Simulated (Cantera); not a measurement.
Feed: 1 mol SiH4, 1.8 mol HCl, a varied amount of N2, equilibrated at 1473.15 K and 1 atm.

Method: chemical equilibrium by Gibbs-energy minimisation in Cantera with the NASA 1993 tables (ideal gas, pure condensed phases). Candidate condensed phases: NH4Cl, Si, Si3N4; 28 gas species. N2 is the only nitrogen source here; it is nearly inert below about 1500 K, so the nitride shown seldom forms there in practice. The tables' values for SiCl3 are old estimates; treat these amounts as uncertain. Kinetics and transport are ignored.

At 140 mol N2, list the 4 most abundant gas species with their mole fractions, and the condensed phases.

N2 0.973, H2 0.0140, HCl 0.0124, SiCl2 3.20e-5. Condensed: Si3N4(s).
